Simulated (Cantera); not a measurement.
Cantera run:

```python
import numpy as np
import cantera as ct

gas_names = """
    Cu CuF CuF2 Cu2 F F2 H HF H2 H2F2 H3F3 H4F4 H5F5 H6F6 H7F7 N NF NF2 NF3 NH NH2 NH3 N2 N2H2 N2H4
""".split()
cond_names = """
    Cu(cr) Cu(L) CuF2(s) CuF2(L)
""".split()


# ... load() reads the species with a 1 bar reference pressure and builds the phases ...
atoms = {
    'CuF2': {'Cu': 1, 'F': 2},
    'HF': {'H': 1, 'F': 1},
    'N2': {'N': 2},
    'H2': {'H': 2},
}
top_T = {}  # K; cautious upper limits of use, not melting points


# ... equilibrate(T, P, feed) seeds the gas with the atoms and calls Mixture.equilibrate('TP', solver="vcs", rtol=1e-11, max_steps=5000) ...
results = []
feed = {'CuF2': 1, 'HF': 3.8, 'N2': 190, 'H2': 1.2}  # mol
P = 0.17  # Pa
for T in [898, 973, 1048, 1123, 1198, 1273, 1348, 1423, 1498]:
    mix = equilibrate(T, P, feed)
    results.append((T, P, feed, dict(zip(mix.species_names, mix.species_moles))))

top = {s: max(r[3][s] / sum(r[3][g] for g in gas_names) for r in results) for s in gas_names}
cols = sorted((s for s in top if top[s] > 0.001), key=lambda s: -top[s])[:9]
seen = [c for c in cond_names if any(r[3].get(c, 0) > 1e-12 for r in results)]
print("log10 of partial pressures in bar; condensed amounts in mol")
print(f"{'T/K':>10s}" + "".join(f"{s[:9]:>10s}" for s in cols + seen))
for T, P, feed, n in results:
    ng = sum(n[g] for g in gas_names)
    print(f"{T:10.4g}" + "".join(f"{np.log10(max(n[s] / ng * P / 1e5, 1e-99)):10.3f}" for s in cols)
          + "".join(f"{n.get(c, 0):10.4g}" for c in seen))
```

It prints:

```
log10 of partial pressures in bar; condensed amounts in mol
       T/K        N2        HF        Cu        H2    Cu(cr)
       898    -5.783    -7.298   -12.788    -8.761         1
       973    -5.783    -7.298   -11.290    -8.761    0.9994
      1048    -5.783    -7.298   -10.009    -8.761    0.9884
      1123    -5.783    -7.299    -8.902    -8.759    0.8533
      1198    -5.785    -7.301    -8.068    -8.755         0
      1273    -5.785    -7.301    -8.066    -8.761         0
      1348    -5.785    -7.301    -8.066    -8.771         0
      1423    -5.785    -7.301    -8.065    -8.795         0
      1498    -5.785    -7.301    -8.065    -8.850         0
```

These are equilibrium values from Cantera (NASA tables, ideal gas, pure condensed phases), not measurements of a reactor.
